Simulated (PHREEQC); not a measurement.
Make-up at 42 °C: 0.00098 mol CuSO4, 9.4e-05 mol HCl and 0.00011 mol Na2SO4 per kg of water. Closed to the air; pH follows from the charge balance.

The numbers come from PHREEQC with the ion-association model, phreeqc.dat.

No solid was allowed to form.

Problem. Predict the pH.

Solution. pH 4.10.

Problem. In which forms is Cu present?

Solution. Cu+2 89 %, CuSO4 11 % of the Cu.

Away from 25 °C the constants follow the database's enthalpies or fits; those with neither stay at their 25 °C values.
